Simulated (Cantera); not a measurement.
Input: 1 mol SiHCl3, 0.039 mol C2H4, 150 mol H2, at 1075 K.

These are equilibrium values from Cantera (NASA tables, ideal gas, pure condensed phases), not measurements of a reactor. Candidate condensed phases: C, C6H6, C7H8, C8H18, Si, SiC; 109 gas species. Mutual solubility and eutectic melting of coexisting phases are not modelled. The tables' values for SiCl3 are old estimates; treat these amounts as uncertain. Kinetics and transport are ignored.

x: gas mole fraction; n: condensed amount in mol.

| P (Pa) | x H2 | x HCl | x SiHCl3 | x SiCl4 | n Si(s) | n SiC(s) |
|---|---|---|---|---|---|---|
| 100 | 0.981 | 0.0180 | ___ | 4.81e-5 | 0.804 | 0.0780 |
| 400 | 0.982 | 0.0173 | ___ | 0.000163 | 0.776 | 0.0780 |
| 1600 | 0.983 | 0.0156 | ___ | 0.000433 | 0.709 | 0.0779 |
| 6300 | 0.985 | 0.0130 | ___ | 0.000812 | 0.599 | 0.0777 |
| 25000 | 0.987 | 0.00999 | ___ | 0.00112 | 0.464 | 0.0768 |
| 100000 | 0.989 | 0.00724 | ___ | 0.00124 | 0.326 | 0.0732 |

Some entries are withheld; supply them.


- 100, x SiHCl3: 3.25e-5
- 400, x SiHCl3: 0.000115
- 1600, x SiHCl3: 0.000339
- 6300, x SiHCl3: 0.000765
- 25000, x SiHCl3: 0.00138
- 100000, x SiHCl3: 0.00210
